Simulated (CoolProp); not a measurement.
Computed with CoolProp (reference Helmholtz-energy equation of state, Span 2000).

**Question.** For nitrogen, give the phase and the cv (kJ/(kg K)), speed of sound (m/s), Joule-Thomson coefficient (K/MPa), viscosity (µPa s) at -117.95 °C and 0.105 MPa; 5.85 °C and 0.105 MPa.

**Answer.** 
- -117.95 °C and 0.105 MPa: gas; cv 0.744, speed of sound 253, Joule-Thomson coefficient 7.31, viscosity 10.4
- 5.85 °C and 0.105 MPa: gas; cv 0.743, speed of sound 341, Joule-Thomson coefficient 2.47, viscosity 16.9

Viscosity comes from a separate model (Lemmon 2004).
